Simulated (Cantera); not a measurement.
# Low-pressure radical oxidation in H2/O2

An isothermal, constant-pressure homogeneous reactor starts with 0.130 % H₂, 19.4 % O₂, 79.6 % N₂, 0.893 % H₂O, at 900 K and 10.00 Torr.

Detailed kinetics in Cantera: GRI-Mech 3.0 (53 species, 325 reactions). Radical loss at walls, strong at low pressure, is not modelled. Below about 950 K walls govern HO2 and H2O2 in real vessels.

```tsv
t (s)	x H₂	x O₂	x H₂O₂	x HO₂	x OH	x O	x NO₂
6.00e-5	0.00130	0.194	<1e-12	<1e-12	<1e-12	<1e-12	<1e-12
0.000173	0.00130	0.194	<1e-12	<1e-12	<1e-12	<1e-12	<1e-12
0.000500	0.00130	0.194	<1e-12	<1e-12	<1e-12	<1e-12	<1e-12
0.00144	0.00130	0.194	<1e-12	<1e-12	<1e-12	<1e-12	<1e-12
0.00416	0.00130	0.194	<1e-12	<1e-12	<1e-12	<1e-12	<1e-12
0.0120	0.00130	0.194	<1e-12	1.53e-12	1.26e-12	2.07e-12	<1e-12
0.0346	0.00130	0.194	<1e-12	5.57e-12	1.09e-11	2.25e-11	<1e-12
0.1000	0.00130	0.194	<1e-12	3.19e-10	2.02e-9	4.34e-9	<1e-12
0.288	0.000463	0.194	3.15e-8	1.24e-6	9.30e-5	0.000323	<1e-12
0.832	1.02e-5	0.194	1.12e-8	3.48e-7	1.72e-5	4.15e-5	1.02e-12
2.40	1.07e-6	0.194	5.63e-9	8.10e-8	5.52e-6	4.45e-6	3.25e-12
6.93	1.23e-7	0.194	2.30e-9	1.69e-8	2.14e-6	6.41e-7	5.12e-12
20.0	1.24e-8	0.194	8.19e-10	3.72e-9	9.44e-7	1.22e-7	5.51e-12
```
x: mole fraction; the columns are a selection and need not sum to one.

Equilibrium at this temperature and pressure: H₂ <1e-12, O₂ 0.194, H₂O₂ <1e-12, HO₂ 1.61e-11, OH 1.21e-8, O 2.07e-11, NO₂ 1.15e-7 (gas phase only).
